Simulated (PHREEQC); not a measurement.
Make-up at 75 °C: 0.18 mol H3PO4 and 0.035 mol HNO3 per kg of water. Closed to the air; pH follows from the charge balance.

Computed with PHREEQC (ion-association model, phreeqc.dat).

```
quantity                   before    after
------------------------  -------  -------
pH                           1.35     1.85
ionic strength (mol/kgw)   0.0534   0.0159
H3PO4 (mol/kgw)             0.162   0.0271
H2PO4- (mol/kgw)           0.0184  0.00894
HPO4-2 (mol/kgw)          6.24e-8  7.49e-8
```

Question: What was changed between the two runs?
A) HNO3 from 0.035 to 0.175 mol/kgw
B) temperature from 75 to 10 °C
C) diluted 5-fold with water
D) HNO3 from 0.035 to 0.007 mol/kgw
E) H3PO4 from 0.18 to 0.27 mol/kgw

Answer: C, diluted 5-fold with water

This is a speciation only: nothing precipitates in the calculation. Away from 25 °C the constants follow the database's enthalpies or fits; those with neither stay at their 25 °C values.
